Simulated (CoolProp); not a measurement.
Aqueous propylene glycol as a coolant, 40 % by mass, freezing at -20.6 °C, 1 atm.

The numbers come from the Melinder's fits for secondary coolants in CoolProp.

```tsv
T (°C)	viscosity (mPa s)	density (kg/m³)	conductivity (W/(m K))	cp (kJ/(kg K))
-2.4	13.7	___	___	3.634
1	11.2	1042	0.388	3.645
4.5	9.23	1040	0.391	3.656
8	7.67	1039	0.393	3.668
11.4	6.47	___	0.395	3.679
14.9	5.49	1035	0.397	3.690
18.4	4.69	1033	0.399	3.702
21.8	4.07	1031	0.401	3.713
25.3	3.54	1029	0.404	3.724
28.8	3.10	1027	0.406	3.735
32.2	2.75	1025	0.408	3.746
35.7	2.45	1023	0.410	3.757
```

### Question
Some entries are withheld; supply them.

### Answer

- -2.4, density (kg/m³): 1043
- -2.4, conductivity (W/(m K)): 0.386
- 11.4, density (kg/m³): 1037
